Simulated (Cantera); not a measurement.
Feed: 1 mol Na2CO3, 0.24 mol SO2, 0.19 mol CO2, 0.089 mol H2S, at 1430 Torr.

Equilibrium computed with Cantera from the NASA thermochemical tables; the gas is ideal and each condensed phase is pure. Candidate condensed phases: C, C6H6, C7H8, C8H18, H2O, H2SO4, Na, NaOH, NaO2, Na2CO3, Na2O, Na2O2, Na2S, Na2SO4, S; 131 gas species. Mutual solubility and eutectic melting of coexisting phases are not modelled. Gases not in the tables: S3 to S7. Equilibrium is a limit: real reactors are often held back by kinetics, nucleation or transport.

x: gas mole fraction; n: condensed amount in mol.

```tsv
T (K)	x CO2	x H2S	x H2O	x COS	x CO	x S2	x H2	n Na2CO3(s)	n Na2SO4(s)	n Na2S(s)	n Na2CO3(l)
850	0.675	0.175	0.0141	0.0885	0.0125	0.0304	0.000802	0.826	0.174	0	0
900	0.671	0.167	0.0202	0.0773	0.0192	0.0413	0.00133	0.827	0.173	0	0
950	0.719	0.138	0.0374	0.0469	0.0265	0.0285	0.00247	0.793	0.176	0.0307	0
1000	0.753	0.102	0.0622	0.0270	0.0343	0.0177	0.00407	0.758	0.180	0.0613	0
1050	0.769	(withheld)	(withheld)	(withheld)	(withheld)	(withheld)	(withheld)	0.730	0.183	(withheld)	0
1100	0.776	(withheld)	(withheld)	(withheld)	(withheld)	(withheld)	(withheld)	0.709	0.186	(withheld)	0
1150	0.774	0.0266	0.118	0.00660	0.0600	0.00579	0.00768	0	0.188	0.114	0.698
```

Question: What belongs in the gaps?

Answer: 
- 1100, x H2S: 0.0417
- 1100, x H2O: 0.106
- 1100, x COS: 0.00974
- 1100, x CO: 0.0512
- 1100, x S2: 0.00741
- 1100, x H2: 0.00692
- 1100, n Na2S(s): 0.105
- 1050, x H2S: 0.0674
- 1050, x H2O: 0.0872
- 1050, x COS: 0.0160
- 1050, x CO: 0.0425
- 1050, x S2: 0.0113
- 1050, x H2: 0.00567
- 1050, n Na2S(s): 0.0864
